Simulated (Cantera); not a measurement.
**Low-pressure radical oxidation in H2/O2**

An isothermal, constant-pressure homogeneous reactor starts with H₂ : O₂ = 0.09 : 1 (molar parts), equivalence ratio 0.045, at 1325 K and 20.0 Torr.

Computed with Cantera and the H2/O2 subset of GRI-Mech 3.0, which has no nitrogen chemistry. Radical loss at walls, strong at low pressure, is not modelled. The temperature is held fixed by assumption; the heat of reaction is taken as removed at once.

```json
[
 {"t (s)": "9.00e-5", "x H₂": "0.0826", "x O₂": "0.917", "x HO₂": "1.07e-7", "x H": "1.71e-7", "x OH": "1.90e-7", "x H₂O₂": "1.70e-10"},
 {"t (s)": "0.000207", "x H₂": "0.0826", "x O₂": "0.917", "x HO₂": "2.69e-7", "x H": "4.59e-6", "x OH": "5.36e-6", "x H₂O₂": "9.01e-10"},
 {"t (s)": "0.000477", "x H₂": "0.0625", "x O₂": "0.903", "x HO₂": "5.15e-6", "x H": "0.00562", "x OH": "0.00572", "x H₂O₂": "1.56e-7"},
 {"t (s)": "0.00110", "x H₂": "0.00210", "x O₂": "0.857", "x HO₂": "7.10e-6", "x H": "0.0144", "x OH": "0.00746", "x H₂O₂": "2.20e-7"},
 {"t (s)": "0.00253", "x H₂": "0.00181", "x O₂": "0.865", "x HO₂": "6.96e-6", "x H": "0.0115", "x OH": "0.00696", "x H₂O₂": "2.18e-7"},
 {"t (s)": "0.00583", "x H₂": "0.00135", "x O₂": "0.878", "x HO₂": "6.57e-6", "x H": "0.00711", "x OH": "0.00606", "x H₂O₂": "2.17e-7"},
 {"t (s)": "0.0134", "x H₂": "0.000730", "x O₂": "0.895", "x HO₂": "5.47e-6", "x H": "0.00268", "x OH": "0.00449", "x H₂O₂": "1.95e-7"},
 {"t (s)": "0.0309", "x H₂": "0.000251", "x O₂": "0.907", "x HO₂": "3.43e-6", "x H": "0.000524", "x OH": "0.00264", "x H₂O₂": "1.40e-7"},
 {"t (s)": "0.0711", "x H₂": "6.15e-5", "x O₂": "0.912", "x HO₂": "1.47e-6", "x H": "6.32e-5", "x OH": "0.00131", "x H₂O₂": "7.62e-8"},
 {"t (s)": "0.164", "x H₂": "1.40e-5", "x O₂": "0.913", "x HO₂": "4.87e-7", "x H": "6.85e-6", "x OH": "0.000629", "x H₂O₂": "3.48e-8"},
 {"t (s)": "0.377", "x H₂": "3.48e-6", "x O₂": "0.914", "x HO₂": "1.56e-7", "x H": "8.58e-7", "x OH": "0.000315", "x H₂O₂": "1.48e-8"},
 {"t (s)": "0.869", "x H₂": "1.00e-6", "x O₂": "0.914", "x HO₂": "6.21e-8", "x H": "1.33e-7", "x OH": "0.000169", "x H₂O₂": "6.17e-9"},
 {"t (s)": "2.00", "x H₂": "3.32e-7", "x O₂": "0.914", "x HO₂": "4.13e-8", "x H": "2.56e-8", "x OH": "9.78e-5", "x H₂O₂": "2.66e-9"}
]
```
x: mole fraction; the columns are a selection and need not sum to one.

Equilibrium at this temperature and pressure: H₂ 7.45e-8, O₂ 0.914, HO₂ 5.34e-8, H 2.75e-9, OH 4.64e-5, H₂O₂ 8.89e-10 (gas phase only).
